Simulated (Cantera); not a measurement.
Input (Python, Cantera):

```python
import numpy as np
import cantera as ct

gas = ct.Solution("gri30.yaml", transport_model="multicomponent")
show = ['NH3', 'H2O', 'OH']

rows = []
print(f"{'T/K':>7s}{'rho':>11s}{'cp':>10s}{'mu':>11s}{'lambda':>11s}{'Pr':>7s}" + "".join(f"{'D_' + s:>11s}" for s in show))
for T in [400, 600, 800, 1000, 1200, 1400, 1600, 1800, 2000]:
    gas.TPX = T, 1200, {'O2': 0.81}
    Pr = gas.cp_mass * gas.viscosity / gas.thermal_conductivity
    D = [gas.mix_diff_coeffs_mole[gas.species_index(s)] for s in show]
    rows.append([gas.density, gas.cp_mass, gas.viscosity, gas.thermal_conductivity, Pr, *D])
    print(f"{T:7g}{gas.density:11.4e}{gas.cp_mass:10.1f}{gas.viscosity:11.4e}"
          f"{gas.thermal_conductivity:11.4e}{Pr:7.3f}" + "".join(f"{d:11.4e}" for d in D))
print("SI units: kg/m3, J/kg/K, Pa s, W/m/K, m2/s")
```

Output:

```
    T/K        rho        cp         mu     lambda     Pr      D_NH3      D_H2O       D_OH
    400 1.1545e-02     941.4 2.5629e-05 3.3889e-02  0.712 3.2538e-03 3.3726e-03 4.4969e-03
    600 7.6969e-03    1002.6 3.4077e-05 4.8102e-02  0.710 6.8600e-03 7.1973e-03 8.9663e-03
    800 5.7727e-03    1054.7 4.1353e-05 6.1465e-02  0.710 1.1434e-02 1.2082e-02 1.4534e-02
   1000 4.6182e-03    1090.2 4.7912e-05 7.3669e-02  0.709 1.6856e-02 1.7888e-02 2.1092e-02
   1200 3.8485e-03    1114.2 5.3973e-05 8.4884e-02  0.708 2.3046e-02 2.4526e-02 2.8563e-02
   1400 3.2987e-03    1134.2 5.9661e-05 9.5570e-02  0.708 2.9949e-02 3.1934e-02 3.6893e-02
   1600 2.8864e-03    1151.4 6.5055e-05 1.0584e-01  0.708 3.7523e-02 4.0063e-02 4.6037e-02
   1800 2.5656e-03    1166.8 7.0208e-05 1.1579e-01  0.707 4.5737e-02 4.8880e-02 5.5958e-02
   2000 2.3091e-03    1181.2 7.5158e-05 1.2551e-01  0.707 5.4564e-02 5.8356e-02 6.6627e-02
SI units: kg/m3, J/kg/K, Pa s, W/m/K, m2/s
```

Computed with Cantera and GRI-Mech 3.0 (53 species, 325 reactions).
